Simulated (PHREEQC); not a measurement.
**Polishing slurry liquid**

A solution holds 1 mol H2SO4 and 0.00074 mol K2SO4 per kg of water, at 20 °C. Closed to the air; pH follows from the charge balance.

The numbers come from PHREEQC with the ion-association model, wateq4f.dat.

* **pH**: 0.11
* **ionic strength**: 1.11 mol/kgw
* **activity of water**: 0.965
* **total alkalinity**: -2000 meq/kg

```tsv
species	molality	activity	log γ
H+	1.06	0.784	-0.130
HSO4-	0.944	0.583	-0.209
SO4-2	0.0572	0.00852	-0.827
K+	0.00141	0.000840	-0.225
KSO4-	7.06e-5	4.60e-5	-0.186
```

No solid was allowed to form. The ionic strength is past about 0.7 mol/kgw, beyond the range of this activity model, so the values are rough. Species that the database lacks are ignored.
